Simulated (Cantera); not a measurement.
A perfectly stirred reactor is fed with 39.7 % H₂, 36.1 % O₂, 23.5 % N₂, 0.722 % H₂O, equivalence ratio 0.55, at 750 Torr; it is held at 1350 K, and followed from long to short residence time.

Detailed kinetics in Cantera: GRI-Mech 3.0 (53 species, 325 reactions). The temperature is held fixed by assumption; the heat of reaction is taken as removed at once.

x: mole fraction; the columns are a selection and need not sum to one.

| τ (s) | x H₂ | x O₂ | x H₂O₂ | x OH | x O |
|---|---|---|---|---|---|
| 4.2 | 3.72e-5 | 0.203 | 1.79e-7 | 0.000143 | 2.66e-6 |
| 0.73 | 0.000125 | 0.203 | 4.43e-7 | 0.000243 | 8.46e-6 |
| 0.13 | 0.000407 | 0.203 | 1.05e-6 | 0.000415 | 2.84e-5 |
| 0.022 | 0.00134 | 0.203 | 2.54e-6 | 0.000731 | 0.000104 |
| 0.0038 | (withheld) | 0.204 | (withheld) | (withheld) | (withheld) |
| 0.00066 | 0.0113 | 0.206 | 1.07e-5 | 0.00266 | 0.00129 |
| 0.00011 | (withheld) | 0.211 | (withheld) | (withheld) | (withheld) |

Question: Some entries are withheld; supply them.

Answer: 
- 0.0038, x H₂: 0.00409
- 0.0038, x H₂O₂: 5.69e-6
- 0.0038, x OH: 0.00135
- 0.0038, x O: 0.000378
- 0.00011, x H₂: 0.0298
- 0.00011, x H₂O₂: 1.74e-5
- 0.00011, x OH: 0.00549
- 0.00011, x O: 0.00407
